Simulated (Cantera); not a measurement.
A closed system holds: 1 mol trisilylamine, 13 mol N2, at 0.0100 bar.

Cantera equilibrium calculation (NASA polynomials, part measured and part estimated; ideal gas, pure solids and liquids). Candidate condensed phases: Si, Si3N4; 18 gas species. The feed counts by its element totals alone. Kinetics and transport are ignored. All values below are at 1423 K.

Base state: N2 0.719, H2 0.281, H 3.52e-5 (mole fractions); condensed: Si3N4(s).

Q: What changes in the equilibrium state with this change: 1.1 mol Cl2 added?

A: 
```tsv
species	before	after
N2	0.719	0.673
H2	0.281	0.202
HCl	0	0.121
SiCl2	0	0.00277
SiCl3	0	0.000315
SiCl4	0	0.000141
SiHCl3	0	1.83e-5
Cl	0	1.47e-5
H	3.52e-5	2.99e-5
Si3N4(s), mol	1.00	0.981
```
The tables' values for SiCl3 are old estimates; treat these amounts as uncertain. Further candidate phases: NH4Cl.
